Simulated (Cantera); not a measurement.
A diamond (100) surface in a fixed gas of H2 with x(CH4) = 0.02, x(H) = 0.0027, x(CH3) = 0.00093, 128 Torr; coverages are run to steady state.

Computed with Cantera and the Harris–Goodwin 1993 mechanism for the reconstructed diamond (100) surface.

θ: site fractions in the mechanism's names (c6HH fully hydrogenated, c6H* and c6*H radical sites, c6** diradical, c6HM methylated).

```json
[
 {"T (K)": "950", "growth (µm/h)": "48.9", "θ c6HH": "0.500", "θ c6H*": "0.0109", "θ c6*H": "0.258", "θ c6**": "0.00471", "θ c6HM": "0.173"},
 {"T (K)": "1000", "growth (µm/h)": "63.6", "θ c6HH": "0.483", "θ c6H*": "0.0147", "θ c6*H": "0.299", "θ c6**": "0.00706", "θ c6HM": "0.143"},
 {"T (K)": "1050", "growth (µm/h)": "[?]", "θ c6HH": "0.465", "θ c6H*": "[?]", "θ c6*H": "[?]", "θ c6**": "[?]", "θ c6HM": "[?]"},
 {"T (K)": "1100", "growth (µm/h)": "86.2", "θ c6HH": "0.450", "θ c6H*": "0.0240", "θ c6*H": "0.380", "θ c6**": "0.0140", "θ c6HM": "0.0869"},
 {"T (K)": "1150", "growth (µm/h)": "82.9", "θ c6HH": "0.437", "θ c6H*": "0.0298", "θ c6*H": "0.421", "θ c6**": "0.0187", "θ c6HM": "0.0579"},
 {"T (K)": "1200", "growth (µm/h)": "67.1", "θ c6HH": "0.425", "θ c6H*": "0.0360", "θ c6*H": "0.459", "θ c6**": "0.0243", "θ c6HM": "0.0321"},
 {"T (K)": "1250", "growth (µm/h)": "49.0", "θ c6HH": "0.409", "θ c6H*": "0.0421", "θ c6*H": "0.489", "θ c6**": "0.0301", "θ c6HM": "0.0150"},
 {"T (K)": "1300", "growth (µm/h)": "[?]", "θ c6HH": "0.391", "θ c6H*": "[?]", "θ c6*H": "0.510", "θ c6**": "[?]", "θ c6HM": "[?]"},
 {"T (K)": "1350", "growth (µm/h)": "32.1", "θ c6HH": "0.373", "θ c6H*": "0.0531", "θ c6*H": "0.523", "θ c6**": "0.0416", "θ c6HM": "0.00260"},
 {"T (K)": "1400", "growth (µm/h)": "30.0", "θ c6HH": "0.357", "θ c6H*": "0.0581", "θ c6*H": "0.531", "θ c6**": "0.0471", "θ c6HM": "0.00106"}
]
```

Question: Fill in the missing entries.

Answer: 
- 1050, growth (µm/h): 77.6
- 1050, θ c6H*: 0.0190
- 1050, θ c6*H: 0.340
- 1050, θ c6**: 0.0101
- 1050, θ c6HM: 0.115
- 1300, growth (µm/h): 37.3
- 1300, θ c6H*: 0.0478
- 1300, θ c6**: 0.0359
- 1300, θ c6HM: 0.00636
